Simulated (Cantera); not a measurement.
Feed: 1 mol AlCl3, a varied amount of N2O, 97 mol N2, equilibrated at 1923 K and 15.0 Pa.

These are equilibrium values from Cantera (NASA tables, ideal gas, pure condensed phases), not measurements of a reactor. Candidate condensed phases: Al, AlCl3, AlN, Al2O3; 24 gas species. Kinetics and transport are ignored.

Question: At 1.9 mol N2O, list the 6 most abundant gas species with their mole fractions, and the condensed phases.

Answer: N2 0.968, Cl 0.0293, O2 0.00120, O 0.00102, NO 0.000514, AlOCl 1.74e-5. Condensed: Al2O3(s).
